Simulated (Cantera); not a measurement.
A closed system holds: 1 mol Si, 0.53 mol Cl2, 2.6 mol H2, at 502 °C and 590000 Pa.

Cantera equilibrium calculation (NASA polynomials, part measured and part estimated; ideal gas, pure solids and liquids). Candidate condensed phases: Si; 19 gas species. The numbers say what is thermodynamically allowed, not how fast it happens.

Base state: H2 0.889, SiHCl3 0.0555, SiCl4 0.0498, SiH2Cl2 0.00477, HCl 0.000516, SiH3Cl 9.30e-5 (mole fractions); condensed: Si(s).

### Question
What changes in the equilibrium state with this change: temperature from 502 °C to 302 °C?

### Answer
```
species       before    after
----------  --------  -------
H2             0.889    0.889
SiHCl3        0.0555   0.0595
SiCl4         0.0498   0.0477
SiH2Cl2      0.00477  0.00343
HCl         0.000516  1.06e-5
SiH3Cl       9.30e-5  3.76e-5
Si(s), mol     0.689    0.688
```
